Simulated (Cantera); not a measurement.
Input: 1 mol SiH₄, 1.2 mol CH₄, 200 mol H₂, equilibrated at 2000 Pa.

Cantera equilibrium calculation (NASA polynomials, part measured and part estimated; ideal gas, pure solids and liquids). Candidate condensed phases: C, C₆H₆, C₇H₈, C₈H₁₈, Si, SiC; 87 gas species. The numbers say what is thermodynamically allowed, not how fast it happens.

x: gas mole fraction; n: condensed amount in mol.

| T (K) | x H₂ | x H | x C₂H₂ (acetylene) | x Si | x CH₄ | n C(graphite) | n SiC(s) |
|---|---|---|---|---|---|---|---|
| 1625 | 0.999 | 0.000499 | 3.55e-5 | 9.32e-8 | 2.94e-5 | 0.179 | 1.000 |
| 1675 | 0.999 | 0.000821 | 5.80e-5 | 2.92e-7 | 2.40e-5 | 0.171 | 1.000 |
| 1725 | 0.999 | 0.00131 | 9.20e-5 | 8.54e-7 | 1.99e-5 | [?] | 1.000 |
| 1775 | 0.998 | 0.00204 | 0.000142 | 2.35e-6 | 1.67e-5 | [?] | 0.999 |
| 1825 | 0.997 | 0.00311 | 0.000214 | 6.13e-6 | 1.41e-5 | [?] | 0.998 |
| 1875 | 0.995 | 0.00462 | 0.000315 | 1.52e-5 | 1.20e-5 | [?] | 0.996 |
| 1925 | 0.993 | 0.00674 | 0.000455 | 3.58e-5 | 1.03e-5 | [?] | 0.991 |
| 1975 | 0.990 | 0.00963 | 0.000533 | 8.86e-5 | 8.10e-6 | 0 | 0.977 |
| 2025 | 0.986 | 0.0135 | 0.000602 | 0.000213 | 6.34e-6 | 0 | 0.946 |

Q: Complete the blanks.

A: 
- 1725, n C(graphite): 0.158
- 1775, n C(graphite): 0.139
- 1825, n C(graphite): 0.111
- 1875, n C(graphite): 0.0719
- 1925, n C(graphite): 0.0197
